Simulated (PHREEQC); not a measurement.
Solution A (0.0039 mol TMAH, 0.0011 mol H4SiO4 and 0.00032 mol H3BO3 per kg of water) is mixed with solution B (0.016 mol KOH and 0.018 mol (CH3)4NCl per kg of water) at 25 °C; shares are by mass of water, 1 kg in all. Oxygen alone is held at its pressure in air (log pO2 = -0.68). The system is closed to CO2. The run lets Quartz precipitate or redissolve, and no other solid.

Model: ion-association model, wateq4f.dat, run in PHREEQC.

| share of solution B | pH | H3SiO4- (mol/kgw) |
|---|---|---|
| 0 | 11.37 | 0.00105 |
| 0.1 | 11.54 | 0.000944 |
| 0.2 | 11.67 | 0.000834 |
| 0.3 | 11.76 | 0.000723 |
| 0.4 | 11.84 | 0.000614 |
| 0.5 | 11.90 | 0.000506 |
| 0.6 | 11.96 | 0.000400 |
| 0.7 | 12.01 | 0.000297 |
| 0.8 | 12.05 | 0.000196 |
| 0.9 | 12.09 | 9.67e-5 |
| 1 | 12.13 | 0 |

(CH3)4N+ isn't in the database: it is added as a free cation with an ion size of 4 Å.
